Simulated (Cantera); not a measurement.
Mixture: C₂H₄ : O₂ : N₂ : H₂O = 1 : 5.08 : 16.8 : 1.3 (molar parts), equivalence ratio 0.59, at 3750 Torr, adiabatic and at constant pressure. Ignition delay is the time to a rise of 400 K.

Model: GRI-Mech 3.0 (53 species, 325 reactions), integrated in Cantera. GRI-Mech 3.0 was tuned for natural gas; its chemistry of ethylene as a main component is partial and can be far from experiment.

What does this change do: N2 16.8 to 43 parts?


```tsv
quantity	before	after
delay at 1000 K	31.1 ms	82.2 ms
delay at 1150 K	1.88 ms	2.84 ms
delay at 1300 K	80.3 µs	0.102 ms
delay at 1450 K	13.0 µs	26.4 µs
delay at 1600 K	5.76 µs	15.9 µs
```
Where the delays flatten at high temperature, the 400 K rule measures the pace of heat release, not the induction time.

What does this change do: C2H4 1 to 1.6 parts?


```
quantity                                               before      after
--------------------------------------------------  ---------  ---------
delay at 1000 K                                       31.1 ms    32.3 ms
delay at 1150 K                                       1.88 ms    1.98 ms
delay at 1300 K                                       80.3 µs    79.1 µs
delay at 1450 K                                       13.0 µs    11.1 µs
delay at 1600 K                                       5.76 µs    4.79 µs
apparent activation energy between 1525 and 1675 K  91 kJ/mol  93 kJ/mol
```
